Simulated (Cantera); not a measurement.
A freely propagating, adiabatic, planar premixed flame of H2 : O2 : N2 = 1 : 0.333 : 1.25 (molar parts), equivalence ratio 1.5, unburnt at 450 K and 0.799 atm; mixture-averaged transport, grid criteria slope 0.08 and curve 0.16, no radiation.

Detailed kinetics in Cantera: the H2/O2 subset of GRI-Mech 3.0, which has no nitrogen chemistry. Burning velocities carry a grid error of a few per cent, more on coarse grids.

x: mole fraction of selected species; z is measured from the peak of heat release.

```
z (mm)  T (K)  u (m/s)   x H2     x O2      x H2O2     x H2O      x H      x OH
------  -----  -------  -----  -------  ----------  --------  -------  --------
-1.59     450     5.54  0.387    0.129       <1e-8     <1e-8    <1e-8     <1e-8
-1.06     450     5.54  0.387    0.129       <1e-8     <1e-8    <1e-8     <1e-8
-0.796    450     5.54  0.387    0.129       <1e-8     <1e-8    <1e-8     <1e-8
-0.531    450     5.54  0.387    0.129       <1e-8   2.76e-8    <1e-8     <1e-8
-0.265    461     5.66  0.384    0.129  (withheld)  0.000269  3.64e-5   2.24e-5
-0.133    712     8.51  0.351    0.124  (withheld)    0.0194  0.00634  0.000924
0        1174     13.6  0.244   0.0857  (withheld)     0.105   0.0457   0.00257
0.133    1485     17.0  0.143   0.0265  (withheld)     0.215   0.0820   0.00645
0.265    1622     18.4  0.118  0.00888  (withheld)     0.249   0.0852   0.00824
0.531    1756     19.8  0.119  0.00465  (withheld)     0.259   0.0737   0.00952
1.06     1896     21.1  0.125  0.00326  (withheld)     0.266   0.0579   0.00999
2.12     2032     22.4  0.131  0.00204  (withheld)     0.273   0.0428   0.00943
4.25     2149     23.5  0.135  0.00110  (withheld)     0.280   0.0297   0.00792
```

**Question.** Complete the blanks.

**Answer.** 
- -0.265, x H2O2: 3.76e-6
- -0.133, x H2O2: 3.60e-5
- 0, x H2O2: 3.31e-6
- 0.133, x H2O2: 1.83e-6
- 0.265, x H2O2: 1.21e-6
- 0.531, x H2O2: 7.15e-7
- 1.06, x H2O2: 3.76e-7
- 2.12, x H2O2: 1.96e-7
- 4.25, x H2O2: 1.06e-7
